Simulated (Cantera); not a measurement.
What does this Cantera script print?

```python
import numpy as np
import cantera as ct

gas_names = """
    F F2 N NF NF2 NF3 N2 Si SiF SiF2 SiF3 SiF4 SiN Si2 Si2N Si3
""".split()
cond_names = """
    Si(cr) Si(L) Si3N4(a)
""".split()


# ... load() reads the species with a 1 bar reference pressure and builds the phases ...
atoms = {
    'Si': {'Si': 1},
    'F2': {'F': 2},
    'N2': {'N': 2},
}
top_T = {'Si3N4(a)': 2400}  # K; cautious upper limits of use, not melting points


# ... equilibrate(T, P, feed) seeds the gas with the atoms and calls Mixture.equilibrate('TP', solver="vcs", rtol=1e-11, max_steps=5000) ...
results = []
feed = {'Si': 1, 'F2': 2, 'N2': 4}  # mol
T = 798.15  # K
P = 14  # Pa
mix = equilibrate(T, P, feed)
results.append((T, P, feed, dict(zip(mix.species_names, mix.species_moles))))
print(gas.report(threshold=0.0001))
for i in range(1, mix.n_phases):
    print(f"{mix.phase(i).name:16s} {mix.phase_moles(i):12.5e} mol")
```

It prints:

```
       temperature   798.15 K
          pressure   14 Pa
           density   9.1193e-05 kg/m^3
  mean mol. weight   43.227 kg/kmol
   phase of matter   gas

                          1 kg             1 kmol
                     ---------------   ---------------
          enthalpy       -6.9861e+06       -3.0199e+08  J
   internal energy       -7.1396e+06       -3.0862e+08  J
           entropy            7601.8         3.286e+05  J/K
    Gibbs function       -1.3053e+07       -5.6426e+08  J
 heat capacity c_p            1041.3             45010  J/K
 heat capacity c_v            848.91             36696  J/K

                      mass frac. Y      mole frac. X     chem. pot. / RT
                     ---------------   ---------------   ---------------
                N2           0.51845               0.8           -33.412
              SiF4           0.48155               0.2           -291.49
     [  +14 minor]        2.3388e-11        1.1883e-11

Si(cr)            0.00000e+00 mol
Si3N4(a)          0.00000e+00 mol
```

Method: chemical equilibrium by Gibbs-energy minimisation in Cantera with the NASA 1993 tables (ideal gas, pure condensed phases).
